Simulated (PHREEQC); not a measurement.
Dissolve 0.064 mol/kgw H3PO4 and 0.012 mol/kgw NaF at 20 °C. Closed to the air; pH follows from the charge balance.

Computed with PHREEQC (ion-association model, phreeqc.dat).

Precipitation was switched off in this run.

Task: Predict the pH, ionic strength.

Result: pH 1.90; ionic strength 0.0264 mol/kgw.

Task: In which forms is F present?

Result: HF 93 %, F- 6.3 %, HF2- 0.5 % of the F.

Species that the database lacks are ignored.
